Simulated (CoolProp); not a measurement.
A simple Rankine cycle with n-hexane: condensing at 333.15 K, boiler at 0.4 MPa, turbine inlet 395.2 K, turbine efficiency 0.8, pump efficiency 0.7, no recuperator. Each further row changes one setting.

The numbers come from the reference Helmholtz-energy equation of state, Thol 2019 in CoolProp.

```tsv
case	thermal efficiency (%)	net work (kJ/kg)	heat in (kJ/kg)	turbine exit temperature (K)	volume ratio over the turbine
as stated	9.8	44.3	451	366.6	5.38
turbine inlet 415.2 K	9.5	47.4	496	387.3	5.31
condensing temperature 325.15 K	11.0	51.7	470	362.5	7.05
boiler pressure 0.28 MPa	7.9	35.9	456	373.7	3.68
turbine efficiency 0.7	8.6	38.7	451	369.4	5.43
```
